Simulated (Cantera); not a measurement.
Input: 1 mol NF3, 0.065 mol H2, 0.16 mol SO2, held at 2798.15 K and 203 Torr.

Cantera equilibrium calculation (NASA polynomials, part measured and part estimated; ideal gas, pure solids and liquids). Candidate condensed phases: H2O, H2SO4, S; 62 gas species. The tables' values for SOF2 are old estimates; treat these amounts as uncertain. Kinetics and transport are ignored.

Base state: F 0.771, N2 0.134, HF 0.0351, SO2 0.0237, SO 0.0147, O 0.00838, O2 0.00652, NO 0.00266 (mole fractions); condensed: gas only.

Task: What changes in the equilibrium state with this change: pressure from 203 Torr to 100 Torr?

Result: 
| species | before | after |
|---|---|---|
| F | 0.771 | 0.768 |
| N2 | 0.134 | 0.133 |
| HF | 0.0351 | 0.0349 |
| O | 0.00838 | 0.0121 |
| SO2 | 0.0237 | 0.0201 |
| SO | 0.0147 | 0.0175 |
| SOF2 | 0.000109 | 3.15e-5 |
| SF2 | 0.000686 | 0.000277 |
| F2 | 4.07e-5 | 1.99e-5 |

Task: What changes in the equilibrium state with this change: NF3 replaced by HF?

Result: 
| species | before | after |
|---|---|---|
| HF | 0.0351 | 0.786 |
| SO2 | 0.0237 | 0.0746 |
| SO | 0.0147 | 0.0443 |
| F | 0.771 | 0.00452 |
| N2 | 0.134 | 0 |
| H2O | 1.72e-9 | 0.0264 |
| H2 | <1e-9 | 0.0130 |
| OH | 2.54e-6 | 0.0102 |
| H | 4.66e-6 | 0.0178 |
| NO | 0.00266 | 0 |
| F2 | 4.07e-5 | 1.40e-9 |
| H2S | <1e-9 | 1.92e-5 |
| SH | 5.94e-8 | 0.000653 |
